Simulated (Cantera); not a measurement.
Charge: 1 mol FeS, 0.42 mol SO3, 1.3 mol O2, at 1075 °C and 1 atm.

These are equilibrium values from Cantera (NASA tables, ideal gas, pure condensed phases), not measurements of a reactor. Candidate condensed phases: Fe, FeO, FeS, FeSO4, FeS2, Fe2O3, Fe2(SO4)3, Fe3O4, S; 12 gas species. Rates play no part.

Base state: SO2 0.939, S2 0.0539, S2O 0.00563, SO 0.00134 (mole fractions); condensed: Fe3O4(s).

What changes in the equilibrium state with this change: temperature from 1075 °C to 1577 °C?


```json
[
 {"species": "SO2", "before": "0.939", "after": "0.997"},
 {"species": "SO", "before": "0.00134", "after": "0.00253"},
 {"species": "O2", "before": "<1e-9", "after": "0.000178"},
 {"species": "S2", "before": "0.0539", "after": "4.94e-6"},
 {"species": "S2O", "before": "0.00563", "after": "4.94e-6"},
 {"species": "SO3", "before": "1.35e-6", "after": "0.000119"},
 {"species": "Fe3O4(s), mol", "before": "0.333", "after": "0.0230"},
 {"species": "FeO(l), mol", "before": "0", "after": "0.931"}
]
```
Mutual solubility and eutectic melting of coexisting phases are not modelled. The tables' stoichiometric FeO is somewhat more stable than real wüstite, so its field is too wide. FeO: taken at fixed stoichiometry.

What changes in the equilibrium state with this change: pressure from 1 atm to 13.3 mbar?


| species | before | after |
|---|---|---|
| SO2 | 0.939 | 0.979 |
| S2 | 0.0539 | 0.0176 |
| SO | 0.00134 | 0.00304 |
| S2O | 0.00563 | 0.000839 |
| Fe3O4(s), mol | 0.333 | 0.126 |
| FeO(s), mol | 0 | 0.623 |
Mutual solubility and eutectic melting of coexisting phases are not modelled. The tables' stoichiometric FeO is somewhat more stable than real wüstite, so its field is too wide. FeO: taken at fixed stoichiometry.

What changes in the equilibrium state with this change: temperature from 1075 °C to 400 °C?


```csv
species,before,after
SO2,0.939,1.000
S2,0.0539,4.31e-5
S2O,0.00563,3.93e-5
SO,0.00134,4.35e-9
"Fe3O4(s), mol",0.333,0
"FeS2(s), mol",0,0.0872
"Fe2O3(s), mol",0,0.456
```
